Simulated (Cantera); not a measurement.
A Cantera script and its output.

```python
import numpy as np
import cantera as ct

gas = ct.Solution("gri30.yaml", transport_model="mixture-averaged")
show = ['H2', 'CH3', 'NH3']

rows = []
print(f"{'T/K':>7s}{'rho':>11s}{'cp':>10s}{'mu':>11s}{'lambda':>11s}{'Pr':>7s}" + "".join(f"{'D_' + s:>11s}" for s in show))
for T in [400, 550, 700, 850, 1000, 1150, 1300, 1450]:
    gas.TPX = T, 350, {'NO': 0.81, 'O2': 0.29}
    Pr = gas.cp_mass * gas.viscosity / gas.thermal_conductivity
    D = [gas.mix_diff_coeffs_mole[gas.species_index(s)] for s in show]
    rows.append([gas.density, gas.cp_mass, gas.viscosity, gas.thermal_conductivity, Pr, *D])
    print(f"{T:7g}{gas.density:11.4e}{gas.cp_mass:10.1f}{gas.viscosity:11.4e}"
          f"{gas.thermal_conductivity:11.4e}{Pr:7.3f}" + "".join(f"{d:11.4e}" for d in D))
print("SI units: kg/m3, J/kg/K, Pa s, W/m/K, m2/s")
```

Result:

```
    T/K        rho        cp         mu     lambda     Pr       D_H2      D_CH3      D_NH3
    400 3.2130e-03     982.8 2.3772e-05 3.2788e-02  0.713 3.7025e-02 1.0785e-02 1.0986e-02
    550 2.3368e-03    1016.8 2.9702e-05 4.2686e-02  0.708 6.3185e-02 1.8722e-02 1.9744e-02
    700 1.8360e-03    1057.4 3.4956e-05 5.2227e-02  0.708 9.4460e-02 2.8233e-02 3.0386e-02
    850 1.5120e-03    1092.8 3.9759e-05 6.1300e-02  0.709 1.3044e-01 3.9178e-02 4.2715e-02
   1000 1.2852e-03    1121.0 4.4233e-05 6.9919e-02  0.709 1.7080e-01 5.1459e-02 5.6591e-02
   1150 1.1176e-03    1140.8 4.8455e-05 7.8128e-02  0.708 2.1533e-01 6.5000e-02 7.1911e-02
   1300 9.8863e-04    1157.9 5.2473e-05 8.5978e-02  0.707 2.6382e-01 7.9739e-02 8.8595e-02
   1450 8.8636e-04    1172.8 5.6323e-05 9.3512e-02  0.706 3.1610e-01 9.5627e-02 1.0658e-01
SI units: kg/m3, J/kg/K, Pa s, W/m/K, m2/s
```

Cantera simulation using GRI-Mech 3.0 (53 species, 325 reactions); the numbers are that mechanism's predictions, not measurements. The composition is frozen, though it would react at the higher temperatures.
